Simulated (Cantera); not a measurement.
Feed: 1 mol Ti, 1.4 mol H₂, equilibrated at 10.0 Torr.

Equilibrium computed with Cantera from the NASA thermochemical tables; the gas is ideal and each condensed phase is pure. Candidate condensed phases: Ti; 3 gas species. Equilibrium is a limit: real reactors are often held back by kinetics, nucleation or transport. All values below are at 1748 K.

Base state: H₂ 0.998, H 0.00198, Ti 1.48e-5 (mole fractions); condensed: Ti(β).

Question: What changes in the equilibrium state with this change: pressure from 10.0 Torr to 0.188 Torr?

Answer: 
| species | before | after |
|---|---|---|
| H₂ | 0.998 | 0.985 |
| H | 0.00198 | 0.0143 |
| Ti | 1.48e-5 | 0.000791 |
| Ti(β), mol | 1.000 | 0.999 |
